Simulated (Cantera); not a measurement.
Input: 1 mol BN, 2.6 mol NF3, 6.8 mol N2, at 13.3 mbar.

Cantera equilibrium calculation (NASA polynomials, part measured and part estimated; ideal gas, pure solids and liquids). Candidate condensed phases: B, BN; 13 gas species. Kinetics and transport are ignored. All values below are at 875 °C.

Base state: N2 0.604, F 0.316, BF3 0.0702, F2 0.0106 (mole fractions); condensed: gas only.

### Question
What changes in the equilibrium state with this change: N2 from 6.8 to 49 mol?

### Answer
```json
[
 {"species": "N2", "before": "0.604", "after": "0.898"},
 {"species": "F", "before": "0.316", "after": "0.0834"},
 {"species": "BF3", "before": "0.0702", "after": "0.0177"},
 {"species": "F2", "before": "0.0106", "after": "0.000743"}
]
```
